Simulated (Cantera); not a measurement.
An isothermal, constant-pressure homogeneous reactor starts with CH4 : H2O = 1 : 1.1 (molar parts), at 2098 K and 9.87 atm.

Computed with Cantera and GRI-Mech 3.0 (53 species, 325 reactions).

One state of this run: x CH4 = 0.00305; x H2O = 0.0307; x C2H4 = 7.00e-5; x CO = 0.236; x H2 = 0.724; x O = 3.36e-9; x CH2CO = 8.65e-7. x: mole fraction; the columns are a selection and need not sum to one.

Task: Which value of t (s) does it belong to?
A) 0.0366
B) 0.0978
C) 5.00
D) 0.699

Result: A, 0.0366
